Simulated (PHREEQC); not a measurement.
Solution (25 °C): 1.7 mmol/kgw NaOH and 0.0042 mmol/kgw CO2. Closed to the air; pH follows from the charge balance.

Model: ion-association model, phreeqc.dat, run in PHREEQC.

No solid was allowed to form.

Task: What pH, specific conductance does the model give?

Result: pH 11.20; specific conductance 407 µS/cm.

Task: In which forms is C present?

Result: CO3-2 87 %, HCO3- 10 %, NaCO3- 2.3 % of the C.
